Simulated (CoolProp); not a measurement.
Vapour-liquid equilibrium of toluene (1) + ethylbenzene (2) at 38.55 °C; x and y are mole fractions of (1).

Model: multi-fluid Helmholtz-energy mixture model, Lemmon 2006 and Zhou 2012; pair parameters Bell 2016, in CoolProp.

Give the bubble pressure and the first vapour's composition at x = 0.15, 0.75, 0.85. Is there an azeotrope?

x = 0.15: 0.03380 bar, y = 0.326; x = 0.75: 0.06121 bar, y = 0.893; x = 0.85: 0.06622 bar, y = 0.942. No azeotrope shows between x = 0.05 and 0.95.

The pair parameters rest on a limited set of measurements; away from them the model extrapolates.
